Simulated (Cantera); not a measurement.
Cantera run, input and output.

```python
import numpy as np
import cantera as ct

gas = ct.Solution("gri30.yaml")
gas.TPX = 1050, 56000, {'H2': 1.3, 'O2': 1, 'N2': 3.8}
reactor = ct.IdealGasConstPressureReactor(gas, energy="off", clone=False)
net = ct.ReactorNet([reactor])
net.rtol, net.atol = 1e-08, 1e-18
show = ['H2', 'O2', 'H2O', 'N2O', 'O', 'NO']
times = np.geomspace(6e-06, 300, 10)

steps = ct.SolutionArray(gas, extra=["t"])
rows = []
print(f"{'t/s':>10s}{'T/K':>9s}{'P/Pa':>11s}" + "".join(f"{s:>11s}" for s in show))
for t in times:
    while net.time < t:
        t_next = net.step()
        steps.append(gas.state, t=t_next)
    rows.append([np.interp(t, steps.t, y) for y in (steps.T, steps.P, *steps(*show).X.T)])
    print(f"{t:10.3e}{rows[-1][0]:9.1f}{rows[-1][1]:11.4g}" + "".join(f"{x:11.3e}" for x in rows[-1][2:]))
rate = np.gradient(steps.T, steps.t)
print("integrator steps:", len(steps.t))
if steps.T.max() > steps.T[0] + 200:
    print(f"time of steepest temperature rise: {steps.t[rate.argmax()]:.4e} s")
gas.TPX = 1050, 56000, {'H2': 1.3, 'O2': 1, 'N2': 3.8}
gas.equilibrate("TP")
print(f"equilibrium (TP): T = {gas.T:.1f} K  " + "  ".join(f"{s} {gas[s].X[0]:.3e}" for s in show))
```

It prints:

```
       t/s      T/K       P/Pa         H2         O2        H2O        N2O          O         NO
 6.000e-06   1050.0    5.6e+04  2.131e-01  1.639e-01  8.588e-11  4.432e-18  3.792e-11  1.220e-23
 4.301e-05   1050.0    5.6e+04  2.131e-01  1.639e-01  2.306e-08  1.332e-15  2.661e-09  3.490e-20
 3.083e-04   1050.0    5.6e+04  2.410e-02  7.532e-02  2.071e-01  1.794e-08  1.378e-03  1.286e-06
 2.210e-03   1050.0    5.6e+04  2.635e-03  6.541e-02  2.355e-01  3.195e-08  1.069e-05  1.223e-06
 1.585e-02   1050.0    5.6e+04  1.023e-03  6.468e-02  2.374e-01  3.545e-08  1.495e-06  8.491e-07
 1.136e-01   1050.0    5.6e+04  1.309e-04  6.428e-02  2.384e-01  3.850e-08  7.162e-08  3.623e-07
 8.143e-01   1050.0    5.6e+04  7.016e-06  6.422e-02  2.385e-01  3.886e-08  1.095e-09  2.522e-07
 5.838e+00   1050.0    5.6e+04  1.759e-08  6.422e-02  2.385e-01  3.641e-08  2.539e-11  9.019e-07
 4.185e+01   1050.0    5.6e+04  4.584e-10  6.422e-02  2.385e-01  2.271e-08  2.278e-10  1.341e-06
 3.000e+02   1050.0    5.6e+04  4.580e-10  6.422e-02  2.385e-01  2.151e-09  2.280e-10  1.341e-06
integrator steps: 2133
equilibrium (TP): T = 1050.0 K  H2 4.580e-10  O2 6.421e-02  H2O 2.385e-01  N2O 1.523e-09  O 2.279e-10  NO 2.762e-05
```

Cantera simulation using GRI-Mech 3.0 (53 species, 325 reactions); the numbers are that mechanism's predictions, not measurements. The temperature is held fixed by assumption; the heat of reaction is taken as removed at once.
